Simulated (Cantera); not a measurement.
Charge: 1 mol SiH2Cl2, 0.45 mol Cl2, 790 mol H2, equilibrated at 1648 K and 100000 Pa.

Equilibrium computed with Cantera from the NASA thermochemical tables; the gas is ideal and each condensed phase is pure. Candidate condensed phases: Si; 19 gas species. The numbers say what is thermodynamically allowed, not how fast it happens.

Base state: H2 0.996, HCl 0.00357, H 8.89e-5, SiCl2 4.53e-5 (mole fractions); condensed: Si(s).

Task: What changes in the equilibrium state with this change: H2 from 790 to 130 mol?

Result: 
| species | before | after |
|---|---|---|
| H2 | 0.996 | 0.979 |
| HCl | 0.00357 | 0.0191 |
| SiCl2 | 4.53e-5 | 0.00132 |
| SiCl3 | 1.70e-7 | 2.68e-5 |
| SiHCl3 | 6.56e-8 | 1.03e-5 |
| SiH2Cl2 | 5.22e-7 | 1.50e-5 |
| H | 8.89e-5 | 8.81e-5 |
| Si(s), mol | 0.954 | 0.815 |
The tables' values for SiCl3 are old estimates; treat these amounts as uncertain.
